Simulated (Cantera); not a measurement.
An isothermal, constant-pressure homogeneous reactor starts with NO : N2 = 1 : 0.18 (molar parts), at 2048 K and 1100 Pa. Integrator tolerance rtol = 1e-08.

Model: GRI-Mech 3.0 (53 species, 325 reactions), integrated in Cantera. Radical loss at walls, strong at low pressure, is not modelled.

Q: What does this change do: temperature 2048 to 1425 K?

A: 
```
quantity                                           before                                     after
----------------  ---------------------------------------  ----------------------------------------
x(NO) at 40.0 s     0.0149 (gas-phase equilibrium 0.0104)     0.845 (gas-phase equilibrium 0.00101)
x(O2) at 40.0 s       0.412 (gas-phase equilibrium 0.414)    0.000924 (gas-phase equilibrium 0.423)
x(N2O) at 40.0 s  7.02e-8 (gas-phase equilibrium 5.22e-8)  0.000205 (gas-phase equilibrium 5.72e-9)
x(O) at 40.0 s    0.00590 (gas-phase equilibrium 0.00592)   1.46e-6 (gas-phase equilibrium 8.66e-6)
x(N2) at 40.0 s       0.567 (gas-phase equilibrium 0.569)       0.153 (gas-phase equilibrium 0.576)
x(NO2) at 40.0 s  3.49e-6 (gas-phase equilibrium 2.45e-6)   5.43e-5 (gas-phase equilibrium 1.03e-6)
```

Q: What does this change do: pressure from 1100 Pa to 17000 Pa?

A: 
```
quantity                                           before                                    after
----------------  ---------------------------------------  ---------------------------------------
x(NO) at 40.0 s     0.0149 (gas-phase equilibrium 0.0104)    0.0105 (gas-phase equilibrium 0.0105)
x(O2) at 40.0 s       0.412 (gas-phase equilibrium 0.414)      0.417 (gas-phase equilibrium 0.417)
x(N2O) at 40.0 s  7.02e-8 (gas-phase equilibrium 5.22e-8)  2.06e-7 (gas-phase equilibrium 2.06e-7)
x(O) at 40.0 s    0.00590 (gas-phase equilibrium 0.00592)  0.00151 (gas-phase equilibrium 0.00151)
x(N2) at 40.0 s       0.567 (gas-phase equilibrium 0.569)      0.571 (gas-phase equilibrium 0.571)
x(NO2) at 40.0 s  3.49e-6 (gas-phase equilibrium 2.45e-6)  9.71e-6 (gas-phase equilibrium 9.71e-6)
```

Q: What does this change do: pressure from 1100 Pa to 2670 Pa?

A: 
```json
[
 {"quantity": "x(NO) at 40.0 s", "before": "0.0149 (gas-phase equilibrium 0.0104)", "after": "0.0112 (gas-phase equilibrium 0.0105)"},
 {"quantity": "x(O2) at 40.0 s", "before": "0.412 (gas-phase equilibrium 0.414)", "after": "0.415 (gas-phase equilibrium 0.416)"},
 {"quantity": "x(N2O) at 40.0 s", "before": "7.02e-8 (gas-phase equilibrium 5.22e-8)", "after": "8.48e-8 (gas-phase equilibrium 8.14e-8)"},
 {"quantity": "x(O) at 40.0 s", "before": "0.00590 (gas-phase equilibrium 0.00592)", "after": "0.00381 (gas-phase equilibrium 0.00381)"},
 {"quantity": "x(N2) at 40.0 s", "before": "0.567 (gas-phase equilibrium 0.569)", "after": "0.570 (gas-phase equilibrium 0.570)"},
 {"quantity": "x(NO2) at 40.0 s", "before": "3.49e-6 (gas-phase equilibrium 2.45e-6)", "after": "4.10e-6 (gas-phase equilibrium 3.83e-6)"}
]
```
